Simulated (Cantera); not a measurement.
Feed: 1 mol C₂F₆, 2.2 mol H₂, equilibrated at 5.60e-5 bar.

These are equilibrium values from Cantera (NASA tables, ideal gas, pure condensed phases), not measurements of a reactor. Candidate condensed phases: C, C₆H₆, C₇H₈, C₈H₁₈; 95 gas species. The feed counts by its element totals alone. Gases not in the tables: C₂F₆ and larger saturated fluorocarbons. The numbers say what is thermodynamically allowed, not how fast it happens. All values below are at 1525 K.

Base state: HF 0.914, CF₄ 0.0812, F 0.00247, CF₂ 0.00235, CF₃ 7.43e-5 (mole fractions); condensed: C(graphite).

Question: What changes in the equilibrium state with this change: pressure from 5.60e-5 bar to 0.100 bar?

Answer: 
| species | before | after |
|---|---|---|
| HF | 0.914 | 0.917 |
| CF₄ | 0.0812 | 0.0833 |
| CF₂ | 0.00235 | 5.63e-5 |
| F | 0.00247 | 9.03e-6 |
| CF₃ | 7.43e-5 | 1.17e-5 |
| C(graphite), mol | 1.60 | 1.60 |
